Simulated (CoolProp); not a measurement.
A Linde-Hampson liquefier for oxygen: isothermal reversible compression at 230 K from 1 atm to 25 MPa, throttling to 1 atm, return gas leaving the recuperator 10 K below the feed. Each further row changes one setting.

The numbers come from the reference Helmholtz-energy equation of state, Schmidt 1985 in CoolProp.

```json
[
 {"case": "as stated", "liquid yield per pass": "(withheld)", "compression work (kJ/kg of gas)": "307"},
 {"case": "high pressure 50 MPa", "liquid yield per pass": "(withheld)", "compression work (kJ/kg of gas)": "347"},
 {"case": "warm-end temperature 260 K", "liquid yield per pass": "(withheld)", "compression work (kJ/kg of gas)": "(withheld)"},
 {"case": "warm-end gap 15 K", "liquid yield per pass": "(withheld)", "compression work (kJ/kg of gas)": "307"}
]
```

Problem. What belongs in the gaps?

Solution. 
- as stated, liquid yield per pass: 0.235
- high pressure 50 MPa, liquid yield per pass: 0.273
- warm-end temperature 260 K, liquid yield per pass: 0.163
- warm-end temperature 260 K, compression work (kJ/kg of gas): 357
- warm-end gap 15 K, liquid yield per pass: 0.224
